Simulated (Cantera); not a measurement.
**Premixed flame**

A freely propagating, adiabatic, planar premixed flame of CH4 : CO : O2 : N2 = 1 : 0.046 : 1.69 : 4.38 (molar parts), unburnt at 348 K and 10.0 bar; mixture-averaged transport, grid criteria slope 0.08 and curve 0.16, no radiation.

Detailed kinetics in Cantera: GRI-Mech 3.0 (53 species, 325 reactions). Burning velocities carry a grid error of a few per cent, more on coarse grids.

```csv
z (mm),T (K),u (m/s),x CH4,x CO,x O2,x H2O2,x C2H4,x NO
-0.155,348,0.397,0.140,0.00646,0.237,4.39e-8,3.33e-8,<1e-8
-0.103,351,0.401,0.140,0.00648,0.236,4.03e-7,4.05e-7,<1e-8
-0.0775,365,0.418,0.138,0.00671,0.235,2.59e-6,3.64e-6,3.54e-8
-0.0516,494,0.572,0.128,0.00954,0.224,2.38e-5,6.36e-5,5.93e-7
-0.0258,1132,1.34,0.0840,0.0303,0.165,9.21e-5,0.000719,1.22e-5
-0.0129,1659,1.99,0.0445,0.0528,0.107,2.48e-5,0.00139,3.03e-5
0,2121,2.56,0.0106,0.0738,0.0469,7.10e-6,0.000744,5.65e-5
0.0129,2328,2.81,0.000923,0.0758,0.0157,1.65e-6,3.83e-5,9.34e-5
0.0258,2394,2.88,5.58e-5,0.0693,0.00615,7.77e-7,4.48e-7,0.000123
0.0516,2450,2.93,4.16e-7,0.0635,0.00229,4.51e-7,<1e-8,0.000147
0.103,2496,2.98,<1e-8,0.0618,0.00103,2.59e-7,<1e-8,0.000163
0.207,2523,3.01,<1e-8,0.0614,0.000499,1.46e-7,<1e-8,0.000177
0.413,2531,3.02,<1e-8,0.0613,0.000341,1.07e-7,<1e-8,0.000196
```
x: mole fraction of selected species; z is measured from the peak of heat release.

laminar burning velocity: 39.6 cm/s
thermal thickness: 0.0516 mm
peak x(H2O2): 9.21e-5
peak x(C2H4): 0.00144
grid points: 150
